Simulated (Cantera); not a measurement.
Al(CH₃)₃ + NH₃ + N₂ (aluminium nitride and oxide growth)

Feed: 1 mol Al(CH₃)₃, 1.2 mol NH₃, a varied amount of N₂, equilibrated at 1875 °C and 14000 Pa.

These are equilibrium values from Cantera (NASA tables, ideal gas, pure condensed phases), not measurements of a reactor. Candidate condensed phases: Al, AlN, C, C₆H₆, C₇H₈, C₈H₁₈; 97 gas species. The feed counts by its element totals alone. Equilibrium is a limit: real reactors are often held back by kinetics, nucleation or transport.

From 4 mol N₂ to 140 mol N₂ the condensed part is AlN(s) + C(graphite). The main Al-bearing gas is Al throughout. The share of Al in condensed phases is highest at 4 mol N₂ (90.4 %) and lowest at 140 mol N₂ (17.7 %).

```
n(N₂) (mol)  log p N₂  log p H₂  log p HCN  log p Al  log p H  log p C₂H₂ (acetylene)  log p HNC  log p AlH  n AlN(s)  n C(graphite)
-----------  --------  --------  ---------  --------  -------  ----------------------  ---------  ---------  --------  -------------
4               -1.27     -1.09      -2.77     -2.92    -2.92                   -3.81      -3.91      -4.15     0.904           2.84
5.5             -1.19     -1.15      -2.76     -2.96    -2.95                   -3.86      -3.90      -4.22     0.900           2.82
7.6             -1.12     -1.22      -2.77     -2.99    -2.99                   -3.94      -3.90      -4.29     0.891           2.79
11              -1.06     -1.31      -2.78     -3.02    -3.04                   -4.03      -3.92      -4.37     0.876           2.75
15              -1.01     -1.41      -2.80     -3.05    -3.08                   -4.12      -3.94      -4.43     0.855           2.72
20              -0.98     -1.50      -2.83     -3.06    -3.13                   -4.22      -3.97      -4.50     0.829           2.68
28              -0.95     -1.62      -2.88     -3.08    -3.19                   -4.33      -4.01      -4.57     0.786           2.62
39              -0.92     -1.74      -2.93     -3.09    -3.25                   -4.46      -4.06      -4.65     0.727           2.56
54              -0.91     -1.87      -2.98     -3.10    -3.31                   -4.58      -4.12      -4.72     0.645           2.49
75              -0.89     -2.00      -3.04     -3.11    -3.38                   -4.72      -4.18      -4.79     0.531           2.40
100             -0.88     -2.12      -3.10     -3.11    -3.44                   -4.84      -4.24      -4.86     0.395           2.32
140             -0.88     -2.27      -3.17     -3.11    -3.51                   -4.98      -4.30      -4.93     0.177           2.20
```
log p: log10 of the partial pressure in bar; n: condensed amount in mol.
